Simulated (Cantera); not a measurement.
Thermodynamics of silicon etching in halogen gases, feed Si + HBr + H₂

Charge: 1 mol Si, a varied amount of HBr, 0.87 mol H₂, equilibrated at 1050 K and 100000 Pa.

Equilibrium computed with Cantera from the NASA thermochemical tables; the gas is ideal and each condensed phase is pure. Candidate condensed phases: Br₂, Si; 19 gas species. The tables' values for SiBr₃ are old estimates; treat these amounts as uncertain. The numbers say what is thermodynamically allowed, not how fast it happens.

```csv
n(HBr) (mol),x HBr,x H₂,x SiBr₄,x SiHBr₃,x SiBr₂,x SiH₂Br₂,n Si(s)
2.3,0.0333,0.745,0.191,0.0259,0.00181,0.00167,0.424
3.9,0.0338,0.709,0.224,0.0285,0.00197,0.00172,0.0214
5.5,0.282,0.532,0.184,0.00211,1.75e-5,1.15e-5,0
7.1,0.446,0.411,0.143,0.000799,4.18e-6,2.12e-6,0
8.7,0.549,0.334,0.116,0.000430,1.83e-6,7.54e-7,0
10,0.608,0.290,0.101,0.000293,1.12e-6,4.03e-7,0
12,0.674,0.242,0.0840,0.000183,6.33e-7,1.89e-7,0
13,0.699,0.223,0.0775,0.000150,5.00e-7,1.38e-7,0
15,0.740,0.193,0.0671,0.000106,3.35e-7,7.98e-8,0
17,0.771,0.170,0.0592,7.94e-5,2.40e-7,5.04e-8,0
18,0.783,0.161,0.0559,6.96e-5,2.07e-7,4.10e-8,0
20,0.805,0.144,0.0503,5.48e-5,1.58e-7,2.82e-8,0
```
x: gas mole fraction; n: condensed amount in mol.

From 2.3 mol HBr to 3.9 mol HBr the condensed part is Si(s). From 5.5 mol HBr to 20 mol HBr nothing is condensed. The main Si-bearing gas is SiBr₄ throughout.
